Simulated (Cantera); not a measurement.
A closed system holds: 1 mol SiH₄, 0.29 mol NH₃, 0.74 mol H₂, held at 1450 K and 1400 Pa.

Cantera equilibrium calculation (NASA polynomials, part measured and part estimated; ideal gas, pure solids and liquids). Candidate condensed phases: Si, Si₃N₄; 18 gas species. Mutual solubility and eutectic melting of coexisting phases are not modelled. Equilibrium is a limit: real reactors are often held back by kinetics, nucleation or transport.

Base state: H₂ 0.999, N₂ 0.00122, H 7.99e-5 (mole fractions); condensed: Si(s) + Si₃N₄(s).

Q: What changes in the equilibrium state with this change: temperature from 1450 K to 1198 K?

A: 
```csv
species,before,after
H₂,0.999,1.000
N₂,0.00122,1.91e-6
H,7.99e-5,1.61e-6
"Si(s), mol",0.788,0.783
"Si₃N₄(s), mol",0.0706,0.0725
```
